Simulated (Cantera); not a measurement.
**Premixed flame**

A freely propagating, adiabatic, planar premixed flame of 4.93 % CH₄, 0.384 % C₂H₆, 0.641 % C₃H₈, 16.2 % O₂, 77.9 % N₂, unburnt at 300 K and 46000 Pa; mixture-averaged transport, grid criteria slope 0.08 and curve 0.16, no radiation.

Cantera simulation using GRI-Mech 3.0 (53 species, 325 reactions); the numbers are that mechanism's predictions, not measurements. GRI-Mech 3.0 was tuned for natural gas; its chemistry of propane as a main component is partial and can be far from experiment. Burning velocities carry a grid error of a few per cent, more on coarse grids.

| z (mm) | T (K) | u (m/s) | x CH₄ | x C₂H₆ | x C₃H₈ | x HCO | x CH₂ | x C₂H₄ |
|---|---|---|---|---|---|---|---|---|
| -3.52 | 300 | 0.267 | 0.0493 | 0.00384 | 0.00641 | <1e-8 | <1e-8 | 3.16e-8 |
| -2.35 | 301 | 0.269 | 0.0492 | 0.00384 | 0.00640 | <1e-8 | <1e-8 | 6.65e-7 |
| -1.76 | 308 | 0.274 | 0.0489 | 0.00383 | 0.00639 | <1e-8 | <1e-8 | 5.37e-6 |
| -1.17 | 362 | 0.325 | 0.0468 | 0.00378 | 0.00633 | <1e-8 | <1e-8 | 8.40e-5 |
| -0.587 | 736 | 0.668 | 0.0337 | 0.00304 | 0.00470 | 7.23e-8 | 2.34e-8 | 0.00104 |
| -0.293 | 1108 | 1.01 | 0.0198 | 0.00174 | 0.00172 | 3.18e-6 | 1.49e-6 | 0.00181 |
| 0 | 1457 | 1.34 | 0.00500 | 0.000129 | 4.14e-5 | 2.31e-5 | 1.55e-5 | 0.000631 |
| 0.293 | 1591 | 1.46 | 0.000311 | 2.35e-7 | 1.09e-8 | 5.07e-6 | 2.62e-6 | 1.54e-5 |
| 0.587 | 1635 | 1.50 | 9.84e-6 | <1e-8 | <1e-8 | 2.17e-7 | 9.50e-8 | 1.28e-7 |
| 1.17 | 1688 | 1.54 | 2.02e-8 | <1e-8 | <1e-8 | 1.16e-8 | <1e-8 | <1e-8 |
| 2.35 | 1751 | 1.59 | <1e-8 | <1e-8 | <1e-8 | <1e-8 | <1e-8 | <1e-8 |
| 4.70 | 1810 | 1.64 | <1e-8 | <1e-8 | <1e-8 | <1e-8 | <1e-8 | <1e-8 |
| 9.39 | 1857 | 1.67 | <1e-8 | <1e-8 | <1e-8 | <1e-8 | <1e-8 | <1e-8 |
x: mole fraction of selected species; z is measured from the peak of heat release.

* **laminar burning velocity**: 26.7 cm/s
* **thermal thickness**: 1.17 mm
* **peak x(HCO)**: 2.32e-5
* **peak x(CH₂)**: 1.55e-5
* **peak x(C₂H₄)**: 0.00181
* **grid points**: 151
